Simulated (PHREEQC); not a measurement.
Solution (25 °C): 0.13 mol/kgw CuSO4, 0.00022 mol/kgw HCl and 0.01 mol/kgw FeCl3. Closed to the air; pH follows from the charge balance.

Model: ion-association model, phreeqc.dat, run in PHREEQC.

Task: The ionic strength comes out as 0.283 mol/kgw. What activity coefficients do FeCl2+, Fe2(OH)2+4, Fe(OH)2+, HSO4-, FeSO4+ get?

Result: FeCl2+ 0.72, Fe2(OH)2+4 0.0072, Fe(OH)2+ 0.72, HSO4- 0.73, FeSO4+ 0.72.

No solid was allowed to form. Saturation is exceeded, for instance for Hematite (slow to form), Goethite (slow to form); the values hold only as long as no solid forms.
